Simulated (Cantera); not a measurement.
An isothermal, constant-pressure homogeneous reactor starts with NH3 : H2 = 1 : 1.9 (molar parts), at 2300 K and 0.110 bar.

Model: the gas-phase N/H chemistry of the illustrative SiF4/NH3 mechanism in the Surface Chemkin manual (1991), integrated in Cantera. Walls and surfaces, which speed up NH3 decomposition in real reactors, are not modelled.

x: mole fraction; the columns are a selection and need not sum to one.

| t (s) | x NH3 | x H2 | x N2 | x NH2 | x N2H2 | x H |
|---|---|---|---|---|---|---|
| 5.00e-5 | 0.344 | 0.655 | 3.95e-7 | ___ | 1.09e-7 | 0.000259 |
| 0.000271 | 0.341 | 0.655 | 0.000378 | ___ | 4.51e-6 | 0.00109 |
| 0.00147 | 0.320 | 0.668 | 0.00823 | ___ | 6.67e-6 | 0.00136 |
| 0.00794 | 0.227 | 0.727 | 0.0429 | ___ | 4.41e-6 | 0.00164 |
| 0.0430 | 0.0427 | 0.842 | 0.112 | ___ | 7.11e-7 | 0.00333 |
| 0.233 | 9.78e-6 | 0.847 | 0.126 | ___ | 1.07e-11 | 0.0265 |
| 1.26 | 7.72e-7 | 0.847 | 0.126 | ___ | <1e-12 | 0.0270 |
| 6.82 | 3.99e-7 | 0.847 | 0.126 | 4.04e-8 | <1e-12 | 0.0270 |
| 36.9 | 3.98e-7 | 0.847 | 0.126 | 4.03e-8 | <1e-12 | 0.0270 |
| 200 | 3.98e-7 | 0.847 | 0.126 | 4.03e-8 | <1e-12 | 0.0270 |

**Question.** Complete the blanks.

**Answer.** 
- 5.00e-5, x NH2: 0.000429
- 0.000271, x NH2: 0.00179
- 0.00147, x NH2: 0.00204
- 0.00794, x NH2: 0.00162
- 0.0430, x NH2: 0.000535
- 0.233, x NH2: 9.71e-7
- 1.26, x NH2: 7.81e-8
